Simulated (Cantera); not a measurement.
Calcination and drying: MgSO4 + H2 + CO2

Input: 1 mol MgSO4, 8.1 mol H2, 4 mol CO2, at 0.133 bar.

Equilibrium computed with Cantera from the NASA thermochemical tables; the gas is ideal and each condensed phase is pure. Candidate condensed phases: C, C6H6, C7H8, C8H18, H2O, H2SO4, Mg, MgCO3, MgO, Mg(OH)2, MgS, MgSO4, S; 130 gas species. Gases not in the tables: S3 to S7. Kinetics and transport are ignored.

From 950 K to 1700 K the condensed part is MgO(s).

```csv
T (K),x H2O,x H2,x CO2,x CO,x H2S,x S2,x SO2,n MgO(s)
950,0.343,0.245,0.236,0.0939,0.0816,1.45e-5,7.92e-8,1.00
1025,0.358,0.230,0.220,0.109,0.0812,8.60e-5,8.24e-7,1.00
1100,0.372,0.217,0.207,0.122,0.0804,0.000399,6.29e-6,1.00
1175,0.383,0.207,0.194,0.134,0.0779,0.00145,3.62e-5,1.00
1250,0.394,0.201,0.182,0.145,0.0722,0.00403,0.000157,1.00
1325,0.402,0.198,0.170,0.156,0.0627,0.00835,0.000510,1.00
1400,0.409,0.199,0.158,0.166,0.0512,0.0134,0.00130,1.00
1475,0.414,0.201,0.146,0.176,0.0401,0.0178,0.00276,1.000
1550,0.416,0.203,0.136,0.185,0.0308,0.0208,0.00508,1.000
1625,0.416,0.207,0.125,0.194,0.0234,0.0222,0.00836,1.000
1700,0.414,0.211,0.116,0.202,0.0177,0.0220,0.0125,1.000
```
x: gas mole fraction; n: condensed amount in mol.
